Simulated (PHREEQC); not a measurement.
Dissolve 15 mmol/kgw KHSO4 and 64 mmol/kgw CdCl2 at 55 °C. Closed to the air; pH follows from the charge balance.

Model: ion-association model, phreeqc.dat, run in PHREEQC.

| Item | Value |
|---|---|
| pH | 2.08 |
| ionic strength | 0.114 mol/kgw |
| density | 0.997 g/cm³ |
| total alkalinity | -15.0 meq/kg |

```
species     molality  activity   log γ
----------  --------  --------  ------
Cl-           0.0742    0.0554  -0.127
CdCl+         0.0379    0.0289  -0.118
Cd+2          0.0148   0.00499  -0.471
K+            0.0147    0.0109  -0.129
H+            0.0104   0.00842  -0.090
CdCl2        0.00718   0.00737   0.011
SO4-2        0.00617   0.00209  -0.471
HSO4-        0.00463   0.00353  -0.118
CdSO4        0.00346   0.00355   0.011
CdCl3-      0.000509  0.000388  -0.118
KSO4-       0.000334  0.000257  -0.113
Cd(SO4)2-2  0.000204   6.88e-5  -0.471
CdOHCl       2.46e-9   2.53e-9   0.011
```

This is a speciation only: nothing precipitates in the calculation. Away from 25 °C the constants follow the database's enthalpies or fits; those with neither stay at their 25 °C values.
